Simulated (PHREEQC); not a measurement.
Solution (7.1 °C): 0.0046 mol/kgw CdCl2, 0.00011 mol/kgw H3BO3 and 0.00075 mol/kgw HCl. Closed to the air; pH follows from the charge balance.

Model: ion-association model, phreeqc.dat, run in PHREEQC.

```
Property                   Value
----------------  --------------
pH                          3.17
ionic strength    0.0114 mol/kgw
total alkalinity   -0.750 meq/kg
```

| species | molality | activity | log γ |
|---|---|---|---|
| Cl- | 0.00837 | 0.00752 | -0.047 |
| Cd+2 | 0.00306 | 0.00200 | -0.185 |
| CdCl+ | 0.00150 | 0.00135 | -0.046 |
| H+ | 0.000750 | 0.000683 | -0.040 |
| H3BO3 | 0.000110 | 0.000110 | 0.001 |
| CdCl2 | 3.93e-5 | 3.94e-5 | 0.001 |
| CdCl3- | 1.56e-7 | 1.40e-7 | -0.046 |

Precipitation was switched off in this run. Constants without temperature data keep their 25 °C values here.
